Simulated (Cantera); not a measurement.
Charge: 1 mol SiHCl₃, a varied amount of H₂, held at 925 K and 0.0140 bar.

These are equilibrium values from Cantera (NASA tables, ideal gas, pure condensed phases), not measurements of a reactor. Candidate condensed phases: Si; 19 gas species. The tables' values for SiCl₃ are old estimates; treat these amounts as uncertain. Kinetics and transport are ignored.

x: gas mole fraction; n: condensed amount in mol.

| n(H₂) (mol) | x H₂ | x HCl | x SiCl₄ | x SiHCl₃ | n Si(s) |
|---|---|---|---|---|---|
| 49 | 0.977 | 0.00971 | 0.00958 | 0.00350 | 0.319 |
| 62 | 0.981 | 0.00906 | 0.00722 | 0.00284 | 0.339 |
| 78 | 0.984 | 0.00845 | 0.00543 | 0.00229 | 0.362 |
| 99 | 0.986 | 0.00784 | [?] | [?] | 0.390 |
| 130 | 0.988 | 0.00715 | 0.00275 | 0.00138 | 0.428 |
| 160 | 0.990 | 0.00665 | 0.00205 | 0.00111 | 0.461 |
| 200 | 0.991 | 0.00611 | 0.00146 | 0.000861 | 0.502 |
| 250 | 0.993 | 0.00559 | 0.00102 | 0.000658 | 0.547 |
| 320 | 0.994 | [?] | [?] | [?] | [?] |
| 410 | 0.995 | 0.00447 | 0.000413 | 0.000335 | 0.662 |

Task: Complete the blanks.

Result: 
- 320, x HCl: 0.00503
- 320, x SiCl₄: 0.000664
- 320, x SiHCl₃: 0.000477
- 320, n Si(s): 0.602
- 99, x SiCl₄: 0.00399
- 99, x SiHCl₃: 0.00182
